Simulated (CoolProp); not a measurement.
Vapour-liquid equilibrium of n-butane (1) + R113 (2) at 0.046 MPa; x and y are mole fractions of (1).

Model: multi-fluid Helmholtz-energy mixture model, Bücker 2006 and Marx 1992; pair parameters Bell 2016, in CoolProp.

```
x      bubble temperature, mixture model (K)  bubble temperature, Raoult's law (K)  y, mixture model  y, Raoult's law
-----  -------------------------------------  ------------------------------------  ----------------  ---------------
0.05                                   292.0                                 293.6             0.273            0.229
0.125                                  284.0                                 287.0             0.518            0.461
0.2                                    278.1                                 281.6             0.660            0.611
0.275                                  273.5                                 277.1             0.748            0.714
0.35                                   269.9                                 273.2             0.807            0.787
0.425                                  267.0                                 269.8             0.849            0.840
0.5                                    264.5                                 266.9             0.881            0.880
0.575                                  262.4                                 264.3             0.906            0.911
0.65                                   260.6                                 262.0             0.927            0.935
0.725                                  258.9                                 259.8             0.945            0.955
0.8                                    257.3                                 257.9             0.961            0.970
0.875                                  255.9                                 256.2             0.976            0.983
0.95                                   254.5                                 254.5             0.990            0.994
```

The largest gap from Raoult's law is -3.6 K in bubble temperature, at x = 0.275. No azeotrope shows between x = 0.05 and 0.95.

The pair parameters rest on a limited set of measurements; away from them the model extrapolates.
